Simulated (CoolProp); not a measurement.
n-dodecane along the isobar 972 kPa: density (kg/m³) from the reference equation and from simpler models built on Tc = 658.1 K, pc = 1818 kPa, ω = 0.574; each cubic takes its own stable root.

The numbers come from the reference Helmholtz-energy equation of state, Lemmon 2004 in CoolProp. It is a short technical equation, of lower accuracy than the large ones.

```
T (K)   phase  reference  van der Waals  Soave-Redlich-Kwong  Peng-Robinson
-----  ------  ---------  -------------  -------------------  -------------
301.1  liquid      744.2          381.9                591.3          662.7
324.1  liquid      727.3          375.2                582.9          653.9
347.1  liquid      710.4          368.2                573.7          644.2
370.1  liquid      693.3          360.9                563.6          633.5
393.1  liquid      675.9          353.2                552.6          621.8
416.1  liquid      658.1          345.1                540.5          608.8
439.1  liquid      639.7          336.4                527.2          594.5
462.1  liquid      620.6          327.1                512.4          578.5
485.1  liquid      600.4          316.9                496.0          560.5
508.1  liquid      578.9          305.7                477.5          540.1
531.1  liquid      555.7          293.0                456.4          516.7
554.1  liquid      529.9          277.9                432.0          489.3
```
